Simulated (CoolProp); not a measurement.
Vapour-liquid equilibrium of hydrogen sulfide (1) + isobutane (2) at 0.879 MPa; x and y are mole fractions of (1).

Computed with CoolProp (multi-fluid Helmholtz-energy mixture model, Lemmon 2006 and Bücker 2006; pair parameters Kunz 2012).

```csv
x,bubble temperature (K),y at the bubble point,dew temperature at overall composition x (K),liquid density (mol/L)
0.05,324.1,0.209,331.4,9.151
0.2,301.2,0.606,324.5,10.71
0.35,287.7,0.769,316.9,12.30
0.5,280.2,0.845,308.3,14.08
0.65,275.5,0.891,297.9,16.25
0.8,272.0,0.931,284.8,19.10
0.95,268.8,0.979,270.6,23.08
```

No azeotrope shows between x = 0.05 and 0.95.

The pair parameters rest on a limited set of measurements; away from them the model extrapolates.
